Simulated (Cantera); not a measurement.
**Silicon etching in halogen gases: Si + HCl + N₂**

Input: 1 mol Si, 21 mol HCl, 37 mol N₂, held at 0.0133 bar.

Equilibrium computed with Cantera from the NASA thermochemical tables; the gas is ideal and each condensed phase is pure. Candidate condensed phases: NH₄Cl, Si, Si₃N₄; 28 gas species. The tables' values for SiCl₃ are old estimates; treat these amounts as uncertain. Equilibrium is a limit: real reactors are often held back by kinetics, nucleation or transport.

| T (°C) | x N₂ | x HCl | x H₂ | x SiCl₄ |
|---|---|---|---|---|
| 302 | 0.649 | 0.298 | 0.0351 | 0.0175 |
| 402 | 0.649 | 0.298 | 0.0351 | 0.0175 |
| 502 | 0.649 | 0.298 | 0.0351 | 0.0175 |
| 602 | 0.649 | 0.298 | 0.0351 | 0.0175 |
| 702 | 0.649 | 0.298 | 0.0351 | 0.0175 |
| 802 | 0.649 | 0.298 | 0.0350 | 0.0175 |
| 902 | 0.649 | 0.299 | 0.0349 | 0.0172 |
| 1002 | 0.649 | 0.300 | 0.0341 | 0.0161 |
| 1102 | 0.647 | 0.304 | 0.0317 | 0.0130 |
x: gas mole fraction; nothing condenses.

From 302 °C to 1102 °C nothing is condensed. The main Si-bearing gas is SiCl₄ throughout.
